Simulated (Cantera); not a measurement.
What does this Cantera script print?

```python
import numpy as np
import cantera as ct

gas_names = """
    CL CLF CLF3 CL2 F F2 N NF NF2 NF3 N2 Si SiCL SiCL2 SiCL3 SiCL4 SiF SiF2 SiF3 SiF4 SiN Si2 Si2N Si3
""".split()
cond_names = """
    Si(cr) Si(L) Si3N4(a)
""".split()


# ... load() reads the species with a 1 bar reference pressure and builds the phases ...
atoms = {
    'Si': {'Si': 1},
    'Cl2': {'CL': 2},
    'N2': {'N': 2},
    'NF3': {'N': 1, 'F': 3},
}
top_T = {'Si3N4(a)': 2400}  # K; cautious upper limits of use, not melting points


# ... equilibrate(T, P, feed) seeds the gas with the atoms and calls Mixture.equilibrate('TP', solver="vcs", rtol=1e-11, max_steps=5000) ...
results = []
feed = {'Si': 1, 'Cl2': 1, 'N2': 1.8, 'NF3': 7}  # mol
P = 240  # Pa
for T in [1075, 1125, 1175, 1225, 1275, 1325, 1375, 1425, 1475, 1525, 1575, 1625]:
    mix = equilibrate(T, P, feed)
    results.append((T, P, feed, dict(zip(mix.species_names, mix.species_moles))))

top = {s: max(r[3][s] / sum(r[3][g] for g in gas_names) for r in results) for s in gas_names}
cols = sorted((s for s in top if top[s] > 1e-05), key=lambda s: -top[s])[:7]
seen = [c for c in cond_names if any(r[3].get(c, 0) > 1e-12 for r in results)]
print("log10 of partial pressures in bar; condensed amounts in mol")
print(f"{'T/K':>10s}" + "".join(f"{s[:9]:>10s}" for s in cols + seen))
for T, P, feed, n in results:
    ng = sum(n[g] for g in gas_names)
    print(f"{T:10.4g}" + "".join(f"{np.log10(max(n[s] / ng * P / 1e5, 1e-99)):10.3f}" for s in cols)
          + "".join(f"{n.get(c, 0):10.4g}" for c in seen))
```

It prints:

```
log10 of partial pressures in bar; condensed amounts in mol
       T/K         F        N2       CLF        CL      SiF4        F2       CL2
      1075    -2.833    -3.253    -3.676    -7.203    -3.977    -4.251    -8.492
      1125    -2.821    -3.258    -3.682    -6.664    -3.982    -4.584    -7.952
      1175    -2.816    -3.261    -3.686    -6.163    -3.985    -4.901    -7.443
      1225    -2.813    -3.262    -3.690    -5.701    -3.986    -5.196    -6.973
      1275    -2.812    -3.263    -3.699    -5.279    -3.988    -5.471    -6.548
      1325    -2.810    -3.265    -3.719    -4.900    -3.989    -5.725    -6.177
      1375    -2.808    -3.268    -3.759    -4.571    -3.992    -5.960    -5.878
      1425    -2.806    -3.272    -3.832    -4.300    -3.997    -6.176    -5.673
      1475    -2.802    -3.278    -3.946    -4.095    -4.002    -6.377    -5.575
      1525    -2.799    -3.284    -4.101    -3.952    -4.008    -6.565    -5.580
      1575    -2.797    -3.289    -4.289    -3.859    -4.013    -6.742    -5.669
      1625    -2.795    -3.293    -4.497    -3.803    -4.017    -6.909    -5.814
```

Equilibrium computed with Cantera from the NASA thermochemical tables; the gas is ideal and each condensed phase is pure.
